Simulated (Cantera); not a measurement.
Cantera run:

```python
import numpy as np
import cantera as ct

gas_names = """
    H H2 N NH NH2 NH3 N2 N2H2 N2H4 Si SiH SiH2 SiH3 SiH4 SiN Si2 Si2N Si3
""".split()
cond_names = """
    Si(cr) Si(L) Si3N4(a)
""".split()


# ... load() reads the species with a 1 bar reference pressure and builds the phases ...
atoms = {
    'SiH4': {'Si': 1, 'H': 4},
    'N2': {'N': 2},
}
top_T = {'Si3N4(a)': 2400}  # K; cautious upper limits of use, not melting points


# ... equilibrate(T, P, feed) seeds the gas with the atoms and calls Mixture.equilibrate('TP', solver="vcs", rtol=1e-11, max_steps=5000) ...
results = []
T = 798  # K
P = 1000  # Pa
for m in [0.48, 0.89, 1.6, 3, 5.6, 10, 19]:
    feed = {'SiH4': 1, 'N2': m}  # mol
    mix = equilibrate(T, P, feed)
    results.append((T, P, feed, dict(zip(mix.species_names, mix.species_moles))))
    x = sorted(zip(gas.X, gas.species_names), reverse=True)
    print(f"T = {T:g} K  P = {P:g} Pa  n(N2) = {m:g} mol  gas = {mix.phase_moles(0):.4g} mol")
    print("   x: " + "  ".join(f"{s} {v:.3e}" for v, s in x if v > 0.001))
    print("   condensed (mol): " + ("  ".join(f"{mix.phase(i).name} {mix.phase_moles(i):.4g}"
          for i in range(1, mix.n_phases) if mix.phase_moles(i) > 1e-12) or "none"))
```

Output:

```
T = 798 K  P = 1000 Pa  n(N2) = 0.48 mol  gas = 2 mol
   x: H2 1.000e+00
   condensed (mol): Si(cr) 0.28  Si3N4(a) 0.24
T = 798 K  P = 1000 Pa  n(N2) = 0.89 mol  gas = 2.223 mol
   x: H2 8.995e-01  N2 1.004e-01
   condensed (mol): Si3N4(a) 0.3333
T = 798 K  P = 1000 Pa  n(N2) = 1.6 mol  gas = 2.933 mol
   x: H2 6.818e-01  N2 3.182e-01
   condensed (mol): Si3N4(a) 0.3333
T = 798 K  P = 1000 Pa  n(N2) = 3 mol  gas = 4.333 mol
   x: N2 5.385e-01  H2 4.615e-01
   condensed (mol): Si3N4(a) 0.3333
T = 798 K  P = 1000 Pa  n(N2) = 5.6 mol  gas = 6.933 mol
   x: N2 7.115e-01  H2 2.885e-01
   condensed (mol): Si3N4(a) 0.3333
T = 798 K  P = 1000 Pa  n(N2) = 10 mol  gas = 11.33 mol
   x: N2 8.235e-01  H2 1.765e-01
   condensed (mol): Si3N4(a) 0.3333
T = 798 K  P = 1000 Pa  n(N2) = 19 mol  gas = 20.33 mol
   x: N2 9.016e-01  H2 9.836e-02
   condensed (mol): Si3N4(a) 0.3333
```

Cantera equilibrium calculation (NASA polynomials, part measured and part estimated; ideal gas, pure solids and liquids). N2 is the only nitrogen source here; it is nearly inert below about 1500 K, so the nitride shown seldom forms there in practice.
